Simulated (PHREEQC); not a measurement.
Dissolve 0.14 mol LiCl, 0.0067 mol NH4HF2 and 0.22 mol KI per kg of water at 25 °C. Closed to the air; pH follows from the charge balance.

Model: ion-association model, wateq4f.dat, run in PHREEQC.

No solid was allowed to form.

**Question.** Order these F species by the share of F that they hold, largest first: F-, HF, H2F2, HF2-.

**Answer.** F- (56 %), HF (40 %), HF2- (2.5 %), H2F2 (1.2 %)

The pH is 3.11 and the ionic strength 0.368 mol/kgw. Complexes and solids missing from the database can't appear.
